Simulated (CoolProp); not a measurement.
Properties of n-undecane along the isobar 1860 kPa.

Values from CoolProp's reference Helmholtz-energy equation of state, Aleksandrov 2011. It is a short technical equation, of lower accuracy than the large ones.

| T (K) | phase | density (kg/m³) | cv (kJ/(kg K)) | isothermal compressibility (1/MPa) |
|---|---|---|---|---|
| 340.4 | liquid | 706.0 | 1.961 | 0.001374 |
| 358.1 | liquid | 692.7 | 2.032 | 0.001563 |
| 375.8 | liquid | 679.2 | 2.102 | 0.001786 |
| 393.5 | liquid | 665.6 | 2.172 | 0.002051 |
| 411.3 | liquid | 651.6 | 2.243 | 0.002371 |
| 429 | liquid | 637.4 | 2.311 | 0.002758 |
| 446.7 | liquid | 622.8 | 2.379 | 0.003236 |
| 464.4 | liquid | 607.7 | 2.446 | 0.003837 |
| 482.1 | liquid | 592.0 | 2.511 | 0.004607 |
